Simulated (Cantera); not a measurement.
Charge: 1 mol TEOS, 5.6 mol O₂, 5.1 mol N₂, held at 1.00 bar.

Equilibrium computed with Cantera from the NASA thermochemical tables; the gas is ideal and each condensed phase is pure. Candidate condensed phases: C, C₆H₆, C₇H₈, C₈H₁₈, H₂O, Si, SiC, SiO₂, Si₂N₂O, Si₃N₄; 151 gas species. The feed counts by its element totals alone. The tables hold silica as quartz up to 1696 K and as liquid above; real silica turns to tridymite and cristobalite and melts near 1996 K. Gases not in the tables: Si(OH)₄. Equilibrium is a limit: real reactors are often held back by kinetics, nucleation or transport.

Q: At 1575 K, list the 6 most abundant gas species with their mole fractions, and the condensed phases.

A: CO 0.286, H₂ 0.268, N₂ 0.221, H₂O 0.165, CO₂ 0.0605, H 2.15e-5. Condensed: SiO₂(β-quartz).
